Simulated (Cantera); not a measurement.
Feed: 1 mol ZrO2, 2.5 mol H2, 1.2 mol H2O, held at 1623.15 K and 2.20 mbar.

Method: chemical equilibrium by Gibbs-energy minimisation in Cantera with the NASA 1993 tables (ideal gas, pure condensed phases). Candidate condensed phases: H2O, Zr, ZrO2; 12 gas species. The numbers say what is thermodynamically allowed, not how fast it happens.

Base state: H2 0.675, H2O 0.324, H 0.00121, OH 2.44e-5 (mole fractions); condensed: ZrO2(tetragonal).

Q: What changes in the equilibrium state with this change: ZrO2 replaced by FeS?

A: 
| species | before | after |
|---|---|---|
| H2 | 0.675 | 0.643 |
| H2O | 0.324 | 0.299 |
| S2 | 0 | 0.0338 |
| H2S | 0 | 0.0116 |
| Fe | 0 | 0.000762 |
| SO2 | 0 | 0.00425 |
| SH | 0 | 0.00375 |
| SO | 0 | 0.00232 |
| S | 0 | 0.000598 |
| ZrO2(tetragonal), mol | 1.00 | 0 |
| Fe(γ), mol | 0 | 0.346 |
| FeS(l), mol | 0 | 0.651 |
Metal and sulfide melt together well below either melting point, which pure phases cannot show. Mutual solubility and eutectic melting of coexisting phases are not modelled. FeS: taken at fixed stoichiometry. Further candidate phases: Fe, FeO, Fe(OH)2, Fe(OH)3, FeS, FeSO4, FeS2, Fe2O3, Fe2(SO4)3, Fe3O4, H2SO4, S.
